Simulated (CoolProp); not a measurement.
Vapour-liquid equilibrium of carbon dioxide (1) + carbonyl sulfide (2) at 275.5 K; x and y are mole fractions of (1).

Computed with CoolProp (multi-fluid Helmholtz-energy mixture model, Span 1996 and Lemmon 2006; pair parameters Bell 2016).

```csv
x,"bubble pressure, mixture model (bar)","bubble pressure, Raoult's law (bar)","y, mixture model","y, Raoult's law"
0.05,9.332,8.474,0.261,0.219
0.2,15.36,12.99,0.577,0.571
0.35,20.15,17.50,0.703,0.741
0.5,24.19,22.02,0.781,0.842
0.65,27.92,26.53,0.843,0.908
0.8,31.68,31.05,0.904,0.955
0.95,35.67,35.56,0.974,0.990
```

The largest gap from Raoult's law is +18.2 % in bubble pressure, at x = 0.2. No azeotrope shows between x = 0.05 and 0.95.

Pair parameters are fitted to limited data, so mixtures are less certain than the pure fluids.
